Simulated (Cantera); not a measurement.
An adiabatic, constant-pressure homogeneous reactor starts with 29.4 % H2, 7.35 % O2, 63.2 % N2, equivalence ratio 2.0, at 1273 K and 100000 Pa.

Cantera simulation using GRI-Mech 3.0 (53 species, 325 reactions); the numbers are that mechanism's predictions, not measurements.

One state of this run: T (K) = 1297; x H2 = 0.275; x O2 = 0.0659; x N2O = 1.46e-9; x NO = 1.08e-8; x H2O2 = 5.27e-7. x: mole fraction; the columns are a selection and need not sum to one.

Problem. Which value of t (s) does it belong to?
(A) 0.0119
(B) 4.75e-5
(C) 0.0475
(D) 0.000754

Solution. B, 4.75e-5
